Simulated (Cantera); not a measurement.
Charge: 1 mol SiHCl3, 0.5 mol HCl, 17 mol H2, at 1330 Pa.

Equilibrium computed with Cantera from the NASA thermochemical tables; the gas is ideal and each condensed phase is pure. Candidate condensed phases: Si; 19 gas species. The tables' values for SiCl3, SiCl are old estimates; treat these amounts as uncertain. Kinetics and transport are ignored. All values below are at 1525 K.

Base state: H2 0.861, HCl 0.1000, SiCl2 0.0380, SiCl3 0.00101, H 0.000190, SiCl4 7.90e-5, SiHCl3 7.69e-5, Cl 1.77e-5 (mole fractions); condensed: Si(s).

Question: What changes in the equilibrium state with this change: SiHCl3 replaced by Si3H8?

Answer: 
```json
[
 {"species": "H2", "before": "0.861", "after": "0.978"},
 {"species": "HCl", "before": "0.1000", "after": "0.0204"},
 {"species": "SiCl2", "before": "0.0380", "after": "0.00140"},
 {"species": "SiCl4", "before": "7.90e-5", "after": "1.07e-7"},
 {"species": "SiCl3", "before": "0.00101", "after": "7.09e-6"},
 {"species": "SiHCl3", "before": "7.69e-5", "after": "5.78e-7"},
 {"species": "Si(s), mol", "before": "0.236", "after": "2.97"}
]
```
The feed counts by its element totals alone.
